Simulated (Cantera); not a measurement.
Input: 1 mol Ta(OEt)5, 0.1 mol H2O, equilibrated at 1825 K and 5200 Pa.

Method: chemical equilibrium by Gibbs-energy minimisation in Cantera with the NASA 1993 tables (ideal gas, pure condensed phases). Candidate condensed phases: C, C6H6, C7H8, C8H18, H2O, Ta, TaC, Ta2O5; 113 gas species. The feed counts by its element totals alone. TaC: taken at fixed stoichiometry. Condensed phases not in the tables: Ta2C. Equilibrium is a limit: real reactors are often held back by kinetics, nucleation or transport.

### Question
What is the equilibrium state?

### Answer
| Quantity | Value |
|---|---|
| x(H2) | 0.710 |
| x(CO) | 0.288 |
| x(H) | 0.00163 |
| x(C2H2 (acetylene)) | 0.000153 |
| x(CH4) | 1.86e-5 |
| x(H2O) | 2.68e-6 |
| n(C(graphite)) | 3.89 mol |
| n(TaC(s)) | 1.00 mol |
| gas amount | 17.71 mol |
| log10 activity of Ta(s) (absent) | -4.01 |
| log10 activity of Ta2O5(s) (absent) | -19.62 |
